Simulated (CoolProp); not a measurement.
Vapour-liquid equilibrium of R134a (1) + R245fa (2) at 0.611 bar; x and y are mole fractions of (1).

Model: multi-fluid Helmholtz-energy mixture model, Tillner-Roth 1994 and Akasaka 2015; pair parameters Akasaka 2014, in CoolProp.

Give the bubble temperature and the first vapour's composition at x = 0.05, 0.5, 0.95. Is there an azeotrope?

x = 0.05: 271.7 K, y = 0.220; x = 0.5: 248.4 K, y = 0.871; x = 0.95: 237.5 K, y = 0.993. No azeotrope shows between x = 0.05 and 0.95.

The pair parameters rest on a limited set of measurements; away from them the model extrapolates.
